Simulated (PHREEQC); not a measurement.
A solution holds 0.00011 mol LiF, 0.00205 mol Cu(BF4)2 and 2.3e-05 mol KOH per kg of water, at 25 °C. Closed to the air; pH follows from the charge balance.

Model: ion-association model, phreeqc.dat, run in PHREEQC.

This is a speciation only: nothing precipitates in the calculation.

Question: What pH, ionic strength does the model give?

Answer: pH 3.02; ionic strength 0.00720 mol/kgw.

Question: In which forms is Cu present?

Answer: Cu+2 97 %, CuF+ 2.7 % of the Cu.

Complexes and solids missing from the database can't appear. Real BF4- forms and hydrolyses slowly; the run takes it at equilibrium.
